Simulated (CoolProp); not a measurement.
Vapour-liquid equilibrium of isopentane (1) + R365MFC (2) at 348.4 K; x and y are mole fractions of (1).

Values from CoolProp's multi-fluid Helmholtz-energy mixture model, Lemmon 2006 and Lemmon 2016; pair parameters Bell 2016.

### Question
Give the bubble pressure and the first vapour's composition at x = 0.35, 0.65, 0.8. Is there an azeotrope?

### Answer
x = 0.35: 4.709 bar, y = 0.496; x = 0.65: 4.946 bar, y = 0.639; x = 0.8: 4.834 bar, y = 0.726. y crosses x between x = 0.5 and 0.65: the model has an azeotrope there.

Pair parameters are fitted to limited data, so mixtures are less certain than the pure fluids.
